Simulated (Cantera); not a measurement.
A Cantera script and its output.

```python
import numpy as np
import cantera as ct

gas = ct.Solution("gri30.yaml")
gas.TPX = 1073, 1333, {'H2': 0.06, 'O2': 1, 'N2': 0.004}
inlet = ct.Reservoir(gas, clone=True)

reactor = ct.IdealGasConstPressureReactor(gas, energy="off", clone=False)
exhaust = ct.Reservoir(gas, clone=True)
tau = [4.4, 1.1, 0.29, 0.076, 0.02, 0.0051, 0.0013, 0.00034][0]
for a, b in ((inlet, reactor), (reactor, exhaust)):
    ct.MassFlowController(a, b, mdot=lambda t: reactor.mass / tau)
net = ct.ReactorNet([reactor])
show = ['H2', 'O2', 'O', 'H', 'HO2', 'H2O', 'OH']

rows = []
print(f"{'tau/s':>10s}{'T/K':>9s}" + "".join(f"{s:>11s}" for s in show))
for tau in [4.4, 1.1, 0.29, 0.076, 0.02, 0.0051, 0.0013, 0.00034]:
    net.initial_time = 0.0
    net.advance(30 * tau)
    before = gas.X
    net.advance(40 * tau)
    drift = np.max(np.abs(gas.X - before) / (gas.X + 1e-9))
    rows.append([gas.T, *gas[show].X, drift])
    print(f"{tau:10.3e}{gas.T:9.1f}" + "".join(f"{x:11.3e}" for x in gas[show].X))
```

Result:

```
     tau/s      T/K         H2         O2          O          H        HO2        H2O         OH
 4.400e+00   1073.0  1.287e-04  9.372e-01  7.658e-04  4.603e-05  1.581e-06  5.765e-02  3.894e-04
 1.100e+00   1073.0  2.906e-04  9.359e-01  1.849e-03  1.796e-04  2.535e-06  5.725e-02  6.286e-04
 2.900e-01   1073.0  6.263e-04  9.333e-01  4.131e-03  6.414e-04  3.664e-06  5.640e-02  1.002e-03
 7.600e-02   1073.0  1.356e-03  9.282e-01  8.497e-03  2.109e-03  4.826e-06  5.442e-02  1.589e-03
 2.000e-02   1073.0  2.998e-03  9.203e-01  1.464e-02  5.648e-03  5.720e-06  5.019e-02  2.429e-03
 5.100e-03   1073.0  7.206e-03  9.139e-01  1.851e-02  1.057e-02  6.114e-06  4.254e-02  3.474e-03
 1.300e-03   1073.0  1.867e-02  9.168e-01  1.515e-02  1.147e-02  5.826e-06  2.998e-02  4.172e-03
 3.400e-04   1073.0  4.515e-02  9.323e-01  4.731e-03  3.487e-03  4.325e-06  8.427e-03  2.144e-03
```

Cantera simulation using GRI-Mech 3.0 (53 species, 325 reactions); the numbers are that mechanism's predictions, not measurements. Radical loss at walls, strong at low pressure, is not modelled. The temperature is held fixed by assumption; the heat of reaction is taken as removed at once.
